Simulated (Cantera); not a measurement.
A closed system holds: 1 mol borazine, 7.5 mol O₂, at 2173 K and 0.570 bar.

Cantera equilibrium calculation (NASA polynomials, part measured and part estimated; ideal gas, pure solids and liquids). Candidate condensed phases: B, BN, B₂O₃, B₃O₃H₃, H₂O; 39 gas species. The feed counts by its element totals alone. Equilibrium is a limit: real reactors are often held back by kinetics, nucleation or transport.

Base state: O₂ 0.373, HBO₂ 0.223, H₂O 0.190, N₂ 0.149, B₂O₃ 0.0354, BO₂ 0.0116, OH 0.00816, NO 0.00689 (mole fractions); condensed: gas only.

Question: What changes in the equilibrium state with this change: temperature from 2173 K to 1648 K?

Answer: 
| species | before | after |
|---|---|---|
| O₂ | 0.373 | 0.440 |
| H₂O | 0.190 | 0.322 |
| N₂ | 0.149 | 0.175 |
| HBO₂ | 0.223 | 0.0596 |
| BO₂ | 0.0116 | 0.000142 |
| B₂O₃ | 0.0354 | 0.000590 |
| BO | 1.80e-5 | 1.59e-9 |
| H | 0.000127 | 3.20e-7 |
| (HBO₂)₃ | 2.08e-6 | 0.000451 |
| B₂O₃(l), mol | 0 | 1.24 |
Gases not in the tables: H₃BO₃.
